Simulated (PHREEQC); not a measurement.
0.011 g of hydrous ferric oxide (600 m²/g; 0.2 weak and 0.005 strong sites per Fe, Dzombak-Morel constants, diffuse double layer) in 1 kg of water with 0.01 mol/kgw of an inert sodium salt and 2.8e-06 mol/kgw CuSO4 and 4.9e-07 mol/kgw Ag2SO4, at 25 °C; the pH is set by adding NaOH or the inert anion's acid. Oxygen is held at 0.21 atm. CO2 from the air is kept out. Nothing may precipitate in this run.

Base run: PHREEQC, ion-association model, wateq4f.dat. Each further column changes one thing. The table gives Cu sorbed (%).

```
pH  base  no electrostatic term (-no_edl)  background salt from 0.01 to 0.001 mol/kgw  oxide from 0.011 to 0.055 g/kgw  3.1e-06 mol/kgw CaCl2 added
--  ----  -------------------------------  ------------------------------------------  -------------------------------  ---------------------------
4    0.1                              ___                                         0.1                              0.6                          0.1
5    6.7                              ___                                         6.7                             23.6                          6.7
6   51.1                             79.9                                        52.1                              ___                         51.1
7   93.9                             99.1                                        93.4                             99.6                         93.9
8   95.2                              ___                                        95.1                             99.7                         95.2
9   94.0                             71.6                                        94.4                             99.6                         93.6
10  91.1                              5.6                                        93.1                             99.4                          ___
```

Q: Fill in the missing entries.

A: 
- 4, no electrostatic term (-no_edl): 0.2
- 5, no electrostatic term (-no_edl): 11.7
- 6, oxide from 0.011 to 0.055 g/kgw: 91.4
- 8, no electrostatic term (-no_edl): 97.6
- 10, 3.1e-06 mol/kgw CaCl2 added: 84.5

The database's constant for dissolved Cu(OH)2 is higher than later reviews accept.
